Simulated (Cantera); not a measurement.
Input (Python, Cantera) and output of one run.

```python
import numpy as np
import cantera as ct

gas_names = """
    H HNO HNO2 HNO3 HO2 H2 H2O H2O2 N NH NH2 NH3 NH2OH NO NO2 NO3 N2 N2H2 N2H4 N2O O OH O2 O3 Pb PbO Pb2
""".split()
cond_names = """
    H2O(s) H2O(L) Pb(cr) Pb(L) PbO(rd) PbO(yw) PbO(L) PbO2(s) Pb3O4(s)
""".split()


def load(file, names, dense=False):
    # The tables refer to 1 bar. Condensed volumes are neglected.
    table = {s.name: s for s in ct.Species.list_from_file(file)}
    out = []
    for n in names:
        d = dict(table[n].input_data)
        d["thermo"] = dict(d["thermo"], **{"reference-pressure": 1e5})
        if dense:
            d["equation-of-state"] = {"model": "constant-volume", "density": "1e6 g/cm^3"}
        out.append(ct.Species.from_dict(d))
    return out


gas = ct.Solution(thermo="ideal-gas", species=load("nasa_gas.yaml", gas_names))
cond = {s.name: ct.Solution(thermo="fixed-stoichiometry", species=[s], name=s.name)
        for s in load("nasa_condensed.yaml", cond_names, dense=True)}
atoms = {
    'Pb': {'Pb': 1},
    'H2': {'H': 2},
    'N2': {'N': 2},
    'O2': {'O': 2},
}
top_T = {'Pb3O4(s)': 820}  # K; cautious upper limits of use, not melting points


def equilibrate(T, P, feed):
    n = {}
    for name, mol in feed.items():
        for a, k in atoms[name].items():
            n[a] = n.get(a, 0.0) + k * mol
    gas.TPX = T, P, n
    mass = sum(n.values()) * gas.mean_molecular_weight
    gas.equilibrate("TP")
    valid = [c for c in cond.values() if c.min_temp <= T <= top_T.get(c.name, c.max_temp)]
    mix = ct.Mixture([(gas, mass / gas.mean_molecular_weight)] + [(c, 0.0) for c in valid])
    mix.T, mix.P = T, P
    mix.equilibrate("TP", solver="vcs", rtol=1e-11, max_steps=5000)
    return mix


results = []
feed = {'Pb': 1, 'H2': 2.8, 'N2': 50, 'O2': 1.5}  # mol
P = 410000  # Pa
for T in [623, 723, 823, 923, 1023, 1123, 1223, 1323, 1423, 1523]:
    mix = equilibrate(T, P, feed)
    results.append((T, P, feed, dict(zip(mix.species_names, mix.species_moles))))

top = {s: max(r[3][s] / sum(r[3][g] for g in gas_names) for r in results) for s in gas_names}
cols = sorted((s for s in top if top[s] > 1e-05), key=lambda s: -top[s])[:9]
seen = [c for c in cond_names if any(r[3].get(c, 0) > 1e-12 for r in results)]
print("log10 of partial pressures in bar; condensed amounts in mol")
print(f"{'T/K':>10s}" + "".join(f"{s[:9]:>10s}" for s in cols + seen))
for T, P, feed, n in results:
    ng = sum(n[g] for g in gas_names)
    print(f"{T:10.4g}" + "".join(f"{np.log10(max(n[s] / ng * P / 1e5, 1e-99)):10.3f}" for s in cols)
          + "".join(f"{n.get(c, 0):10.4g}" for c in seen))
```

Output:

```
log10 of partial pressures in bar; condensed amounts in mol
       T/K        N2       H2O        Pb       PbO        H2     Pb(L)   PbO(rd)   PbO(yw)    PbO(L)
       623     0.589    -0.663   -10.683   -15.394    -5.324    0.7999    0.2001         0         0
       723     0.589    -0.663    -8.509   -12.111    -5.043    0.7999    0.2001         0         0
       823     0.589    -0.663    -6.872    -9.644    -4.814    0.7998         0    0.2002         0
       923     0.589    -0.663    -5.596    -7.725    -4.622    0.7997         0    0.2003         0
      1023     0.589    -0.663    -4.574    -6.192    -4.459    0.7992         0    0.2004         0
      1123     0.589    -0.663    -3.738    -4.941    -4.317     0.797         0    0.2005         0
      1223     0.589    -0.663    -3.042    -3.965    -4.131    0.7874         0         0    0.1996
      1323     0.589    -0.663    -2.454    -3.176    -3.935    0.7532         0         0    0.1929
      1423     0.588    -0.665    -1.951    -2.505    -3.760    0.6529         0         0    0.1618
      1523     0.585    -0.668    -1.515    -1.929    -3.606    0.3992         0         0   0.04969
```

Equilibrium computed with Cantera from the NASA thermochemical tables; the gas is ideal and each condensed phase is pure. Each liquid is taken as pure. Mutual solubility and eutectic melting of coexisting phases are not modelled. Gases not in the tables: (PbO)n polymers.
